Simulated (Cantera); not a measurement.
A closed system holds: 1 mol SiF4, 13 mol NH3, equilibrated at 773.15 K and 0.450 bar.

Equilibrium computed with Cantera from the NASA thermochemical tables; the gas is ideal and each condensed phase is pure. Candidate condensed phases: Si, Si3N4; 37 gas species. The numbers say what is thermodynamically allowed, not how fast it happens.

Base state: H2 0.722, N2 0.241, SiF4 0.0370, NH3 0.000535, HF 3.88e-5, SiHF3 1.19e-5 (mole fractions); condensed: Si3N4(s).

Question: What changes in the equilibrium state with this change: SiF4 replaced by SiCl4?

Answer: 
```tsv
species	before	after
H2	0.722	0.644
N2	0.241	0.215
HCl	0	0.139
SiF4	0.0370	0
SiCl4	0	0.00195
HF	3.88e-5	0
SiHF3	1.19e-5	0
Si3N4(s), mol	6.05e-5	0.316
```
Further candidate phases: NH4Cl.
